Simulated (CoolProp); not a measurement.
Vapour-liquid equilibrium of benzene (1) + n-decane (2) at 0.00613 MPa; x and y are mole fractions of (1).

Values from CoolProp's multi-fluid Helmholtz-energy mixture model, Thol 2012 and Lemmon 2006; pair parameters Bell 2016.

| x | bubble temperature (K) | y at the bubble point | dew temperature at overall composition x (K) | liquid density (mol/L) |
|---|---|---|---|---|
| 0.05 | 341.5 | 0.636 | 361.2 | 5.014 |
| 0.15 | 318.9 | 0.904 | 358.8 | 5.469 |
| 0.25 | 307.4 | 0.958 | 356.1 | 5.908 |
| 0.35 | 300.6 | 0.977 | 353.0 | 6.370 |
| 0.45 | [?] | 0.985 | 349.6 | 6.876 |
| 0.55 | 292.8 | 0.990 | 345.6 | 7.444 |
| 0.65 | 290.3 | [?] | 340.8 | 8.092 |
| 0.75 | 288.1 | 0.995 | 334.6 | 8.842 |
| 0.85 | 286.2 | 0.997 | [?] | [?] |
| 0.95 | 284.3 | 0.999 | 309.7 | 10.78 |

What belongs in the gaps?


- 0.45, bubble temperature (K): 296.0
- 0.65, y at the bubble point: 0.993
- 0.85, dew temperature at overall composition x (K): 325.9
- 0.85, liquid density (mol/L): 9.724

No azeotrope shows between x = 0.05 and 0.95.

Pair parameters are fitted to limited data, so mixtures are less certain than the pure fluids.
